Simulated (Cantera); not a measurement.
An isothermal, constant-pressure homogeneous reactor starts with CH₄ : H₂O : H₂ = 1 : 0.99 : 0.65 (molar parts), at 1475 K and 11.8 atm. Integrator tolerance rtol = 1e-08.

Detailed kinetics in Cantera: GRI-Mech 3.0 (53 species, 325 reactions). The pressure lies above the range GRI-Mech 3.0 was tuned for (to about 10 atm).

**Question.** What does this change do: CH4 1 to 0.73 parts?

**Answer.** 
| quantity | before | after |
|---|---|---|
| x(CH₄) at 300 s | 0.0787 (gas-phase equilibrium 0.0106) | 0.0471 (gas-phase equilibrium 0.00103) |
| x(H₂O) at 300 s | 0.0703 (gas-phase equilibrium 0.00762) | 0.112 (gas-phase equilibrium 0.0628) |
| x(H₂) at 300 s | 0.680 (gas-phase equilibrium 0.772) | 0.680 (gas-phase equilibrium 0.746) |
| x(C₂H₆) at 300 s | 2.79e-5 (gas-phase equilibrium 4.50e-7) | 9.99e-6 (gas-phase equilibrium 4.32e-9) |
| x(H) at 300 s | 3.11e-6 (gas-phase equilibrium 3.31e-6) | 3.11e-6 (gas-phase equilibrium 3.26e-6) |
| x(C₂H) at 300 s | <1e-12 (gas-phase equilibrium <1e-12) | <1e-12 (gas-phase equilibrium <1e-12) |
| x(C₂H₄) at 300 s | 0.000326 (gas-phase equilibrium 4.63e-6) | 0.000117 (gas-phase equilibrium 4.61e-8) |
